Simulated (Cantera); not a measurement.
An adiabatic, constant-pressure homogeneous reactor starts with H2 : O2 : N2 = 1 : 0.649 : 1.82 (molar parts), equivalence ratio 0.77, at 1525 K and 7500 Torr. Integrator tolerance rtol = 1e-08.

Computed with Cantera and GRI-Mech 3.0 (53 species, 325 reactions). The hydrogen kinetics of GRI-Mech 3.0 are dated; newer H2 mechanisms differ, most at raised pressure. Above 3000 K some thermodynamic fits are extrapolated.

### Question
What does this change do: N2 1.82 to 2.6 parts?

### Answer
| quantity | before | after |
|---|---|---|
| time of steepest temperature rise | 1.14 µs | 1.41 µs |
| temperature at 0.500 s | 3055 K | 2893 K |
| equilibrium temperature | 3055 K | 2893 K |
| x(H2) at 0.500 s | 0.0240 (gas-phase equilibrium 0.0240) | 0.0131 (gas-phase equilibrium 0.0131) |
| x(O2) at 0.500 s | 0.0397 (gas-phase equilibrium 0.0397) | 0.0313 (gas-phase equilibrium 0.0313) |
| x(N2O) at 0.500 s | 2.96e-6 (gas-phase equilibrium 2.96e-6) | 2.46e-6 (gas-phase equilibrium 2.46e-6) |
| x(O) at 0.500 s | 0.00864 (gas-phase equilibrium 0.00864) | 0.00436 (gas-phase equilibrium 0.00436) |
| x(H) at 0.500 s | 0.00920 (gas-phase equilibrium 0.00920) | 0.00410 (gas-phase equilibrium 0.00410) |
| x(H2O) at 0.500 s | 0.279 (gas-phase equilibrium 0.279) | 0.236 (gas-phase equilibrium 0.236) |

### Question
What does this change do: pressure from 7500 Torr to 1800 Torr?

### Answer
```tsv
quantity	before	after
time of steepest temperature rise	1.14 µs	4.35 µs
temperature at 0.500 s	3055 K	2937 K
equilibrium temperature	3055 K	2937 K
x(H2) at 0.500 s	0.0240 (gas-phase equilibrium 0.0240)	0.0302 (gas-phase equilibrium 0.0302)
x(O2) at 0.500 s	0.0397 (gas-phase equilibrium 0.0397)	0.0421 (gas-phase equilibrium 0.0421)
x(N2O) at 0.500 s	2.96e-6 (gas-phase equilibrium 2.96e-6)	1.27e-6 (gas-phase equilibrium 1.27e-6)
x(O) at 0.500 s	0.00864 (gas-phase equilibrium 0.00864)	0.0121 (gas-phase equilibrium 0.0121)
x(H) at 0.500 s	0.00920 (gas-phase equilibrium 0.00920)	0.0146 (gas-phase equilibrium 0.0146)
x(H2O) at 0.500 s	0.279 (gas-phase equilibrium 0.279)	0.265 (gas-phase equilibrium 0.265)
```

### Question
What does this change do: pressure from 7500 Torr to 760 Torr?

### Answer
```json
[
 {"quantity": "time of steepest temperature rise", "before": "1.14 µs", "after": "10.2 µs"},
 {"quantity": "temperature at 0.500 s", "before": "3055 K", "after": "2862 K"},
 {"quantity": "equilibrium temperature", "before": "3055 K", "after": "2862 K"},
 {"quantity": "x(H2) at 0.500 s", "before": "0.0240 (gas-phase equilibrium 0.0240)", "after": "0.0337 (gas-phase equilibrium 0.0337)"},
 {"quantity": "x(O2) at 0.500 s", "before": "0.0397 (gas-phase equilibrium 0.0397)", "after": "0.0437 (gas-phase equilibrium 0.0437)"},
 {"quantity": "x(N2O) at 0.500 s", "before": "2.96e-6 (gas-phase equilibrium 2.96e-6)", "after": "7.57e-7 (gas-phase equilibrium 7.57e-7)"},
 {"quantity": "x(O) at 0.500 s", "before": "0.00864 (gas-phase equilibrium 0.00864)", "after": "0.0144 (gas-phase equilibrium 0.0144)"},
 {"quantity": "x(H) at 0.500 s", "before": "0.00920 (gas-phase equilibrium 0.00920)", "after": "0.0186 (gas-phase equilibrium 0.0186)"},
 {"quantity": "x(H2O) at 0.500 s", "before": "0.279 (gas-phase equilibrium 0.279)", "after": "0.257 (gas-phase equilibrium 0.257)"}
]
```
